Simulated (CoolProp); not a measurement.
Saturated liquid density (kg/m³) of neopentane: the reference equation beside estimates from Tc = 433.7 K, pc = 3.196 MPa, ω = 0.196.

Model: reference Helmholtz-energy equation of state, Lemmon 2006, in CoolProp. It is a short technical equation, of lower accuracy than the large ones.

```tsv
T (K)	reference	van der Waals	Redlich-Kwong
314.2	566.1	357.0	515.0
317.7	561.9	354.3	510.2
321.3	557.6	351.5	505.1
324.8	553.3	348.7	500.0
328.4	548.8	345.7	494.8
331.9	544.4	342.8	489.5
335.4	539.9	339.8	484.2
339	535.2	336.7	478.6
342.5	530.5	333.6	473.0
346	525.7	330.5	467.3
349.6	520.7	327.2	461.4
353.1	515.7	323.9	455.4
```

Absolute difference from the reference over all 12 rows, mean and median: van der Waals 37.1 and 37.0 %, Redlich-Kwong 10.3 and 10.2 %.
